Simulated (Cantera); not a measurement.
A Cantera script and what it prints.

```python
import numpy as np
import cantera as ct

gas_names = """
    H HNO HNO2 HNO3 HO2 H2 H2O H2O2 N NH NH2 NH3 NH2OH NO NO2 NO3 N2 N2H2 N2H4 N2O O OH O2 O3 Si SiH
    SiH2 SiH3 SiH4 SiN SiO SiO2 Si2 Si2N Si3
""".split()
cond_names = """
    H2O(s) H2O(L) Si(cr) Si(L) SiO2(Lqz) SiO2(hqz) SiO2(L) Si2N2O(s) Si3N4(a)
""".split()


# ... load() reads the species with a 1 bar reference pressure and builds the phases ...
atoms = {
    'SiH4': {'Si': 1, 'H': 4},
    'H2O': {'H': 2, 'O': 1},
    'N2': {'N': 2},
}
top_T = {'Si2N2O(s)': 2100, 'Si3N4(a)': 2400}  # K; cautious upper limits of use, not melting points


# ... equilibrate(T, P, feed) seeds the gas with the atoms and calls Mixture.equilibrate('TP', solver="vcs", rtol=1e-11, max_steps=5000) ...
results = []
feed = {'SiH4': 1, 'H2O': 1.1, 'N2': 130}  # mol
P = 1000  # Pa
for T in [525, 625, 725, 825, 925, 1025, 1125, 1225, 1325, 1425, 1525]:
    mix = equilibrate(T, P, feed)
    results.append((T, P, feed, dict(zip(mix.species_names, mix.species_moles))))

top = {s: max(r[3][s] / sum(r[3][g] for g in gas_names) for r in results) for s in gas_names}
cols = sorted((s for s in top if top[s] > 1e-06), key=lambda s: -top[s])[:9]
seen = [c for c in cond_names if any(r[3].get(c, 0) > 1e-12 for r in results)]
print("log10 of partial pressures in bar; condensed amounts in mol")
print(f"{'T/K':>10s}" + "".join(f"{s[:9]:>10s}" for s in cols + seen))
for T, P, feed, n in results:
    ng = sum(n[g] for g in gas_names)
    print(f"{T:10.4g}" + "".join(f"{np.log10(max(n[s] / ng * P / 1e5, 1e-99)):10.3f}" for s in cols)
          + "".join(f"{n.get(c, 0):10.4g}" for c in seen))
```

Result:

```
log10 of partial pressures in bar; condensed amounts in mol
       T/K        N2        H2       SiO         H       NH3       H2O SiO2(Lqz) SiO2(hqz) Si2N2O(s)
       525    -2.010    -3.632   -38.128   -20.883    -7.201   -10.257       0.4         0       0.3
       625    -2.010    -3.632   -29.898   -17.385    -8.014    -9.515       0.4         0       0.3
       725    -2.010    -3.632   -23.955   -14.846    -8.617    -8.989       0.4         0       0.3
       825    -2.010    -3.632   -19.467   -12.916    -9.084    -8.600       0.4         0       0.3
       925    -2.010    -3.632   -15.963   -11.400    -9.455    -8.306         0       0.4       0.3
      1025    -2.010    -3.632   -13.150   -10.177    -9.758    -8.073         0    0.3999       0.3
      1125    -2.010    -3.632   -10.845    -9.168   -10.010    -7.885         0    0.3999    0.3001
      1225    -2.010    -3.632    -8.923    -8.322   -10.221    -7.730         0    0.3998    0.3001
      1325    -2.010    -3.632    -7.296    -7.602   -10.402    -7.599         0    0.3996    0.2999
      1425    -2.010    -3.632    -5.903    -6.982   -10.558    -7.488         0    0.3942    0.2946
      1525    -2.011    -3.633    -4.696    -6.443   -10.696    -7.394         0    0.3103    0.2108
```

Cantera equilibrium calculation (NASA polynomials, part measured and part estimated; ideal gas, pure solids and liquids). N2 is the only nitrogen source here; it is nearly inert below about 1500 K, so the nitride shown seldom forms there in practice. Mutual solubility and eutectic melting of coexisting phases are not modelled. The tables hold silica as quartz up to 1696 K and as liquid above; real silica turns to tridymite and cristobalite and melts near 1996 K.
